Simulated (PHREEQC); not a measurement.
**Acid rinse or clean: speciation**

Consider water at 20 °C with 0.0062 mol HCl, 0.00018 mol CuSO4 and 3.1e-05 mol MgCl2 per kg of water. Closed to the air; pH follows from the charge balance.

Computed with PHREEQC (ion-association model, phreeqc.dat).

No solid was allowed to form.

Question: Estimate the pH.

Answer: pH 2.25.

Question: In which forms is Mg present?

Answer: Mg+2 99 %, MgSO4 1.3 % of the Mg.

Complexes and solids missing from the database can't appear.
